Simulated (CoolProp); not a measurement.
Properties of methanol along the isotherm 536.2 K.

Values from CoolProp's reference Helmholtz-energy equation of state, de Reuck 1993.

```tsv
p (MPa)	phase	viscosity (µPa s)	fugacity coefficient
0.013	gas	17.7	0.9996
0.0191	gas	17.7	0.9994
0.028	gas	17.6	0.9991
0.0411	gas	17.6	0.9987
0.0603	gas	17.6	0.9981
0.0885	gas	17.6	0.9972
0.13	gas	17.6	0.9959
0.191	gas	17.6	0.9940
0.28	gas	17.6	0.9912
0.411	gas	17.6	0.9870
0.603	gas	17.6	0.9809
0.885	gas	17.5	0.9719
1.3	gas	17.5	0.9585
1.91	gas	17.4	0.9386
2.8	gas	17.4	0.9093
4.11	gas	17.4	0.8654
```

Viscosity comes from a separate model (Xiang 2006).
